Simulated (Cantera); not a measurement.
Input (Python, Cantera) and output of one run.

```python
import numpy as np
import cantera as ct

gas_names = """
    C CN CO CO2 C2 CCN CNC C2N2 C2O C3 C3O2 C4 C4N2 C5 Fe FeC5O5 FeO N NCO NO NO2 NO3 N2 N2O O O2 O3
""".split()
cond_names = """
    C(gr) Fe(a) Fe(c) Fe(d) Fe(L) FeC5O5(L) FeO(s) FeO(L) Fe2O3(s) Fe3O4(s)
""".split()


# ... load() reads the species with a 1 bar reference pressure and builds the phases ...
atoms = {
    'Fe3O4': {'Fe': 3, 'O': 4},
    'C': {'C': 1},
    'N2': {'N': 2},
}
top_T = {'C(gr)': 4500, 'Fe2O3(s)': 1830, 'Fe3O4(s)': 1870}  # K; cautious upper limits of use, not melting points


# ... equilibrate(T, P, feed) seeds the gas with the atoms and calls Mixture.equilibrate('TP', solver="vcs", rtol=1e-11, max_steps=5000) ...
results = []
T = 1500  # K
P = 10000  # Pa
for m in [0.67, 0.94, 1.2, 1.5, 1.7, 2, 2.3, 2.5, 2.8]:
    feed = {'Fe3O4': 1, 'C': m, 'N2': 0.15}  # mol
    mix = equilibrate(T, P, feed)
    results.append((T, P, feed, dict(zip(mix.species_names, mix.species_moles))))

top = {s: max(r[3][s] / sum(r[3][g] for g in gas_names) for r in results) for s in gas_names}
cols = sorted((s for s in top if top[s] > 1e-05), key=lambda s: -top[s])[:9]
seen = [c for c in cond_names if any(r[3].get(c, 0) > 1e-12 for r in results)]
print("log10 of partial pressures in bar; condensed amounts in mol")
print(f"{'n(C)':>10s}" + "".join(f"{s[:9]:>10s}" for s in cols + seen))
for T, P, feed, n in results:
    ng = sum(n[g] for g in gas_names)
    print(f"{feed['C']:10.4g}" + "".join(f"{np.log10(max(n[s] / ng * P / 1e5, 1e-99)):10.3f}" for s in cols)
          + "".join(f"{n.get(c, 0):10.4g}" for c in seen))
```

Output:

```
log10 of partial pressures in bar; condensed amounts in mol
      n(C)        CO       CO2        N2     Fe(c)    FeO(s)
      0.67    -1.382    -1.395    -1.738         0         3
      0.94    -1.129    -1.921    -1.861   0.07087     2.929
       1.2    -1.116    -1.907    -1.954    0.3671     2.633
       1.5    -1.107    -1.898    -2.041    0.7088     2.291
       1.7    -1.102    -1.893    -2.091    0.9367     2.063
         2    -1.097    -1.888    -2.156     1.278     1.722
       2.3    -1.093    -1.884    -2.213      1.62      1.38
       2.5    -1.090    -1.882    -2.247     1.848     1.152
       2.8    -1.088    -1.879    -2.294      2.19    0.8102
```

These are equilibrium values from Cantera (NASA tables, ideal gas, pure condensed phases), not measurements of a reactor. Mutual solubility and eutectic melting of coexisting phases are not modelled. The tables' stoichiometric FeO is somewhat more stable than real wüstite, so its field is too wide. FeO: taken at fixed stoichiometry.
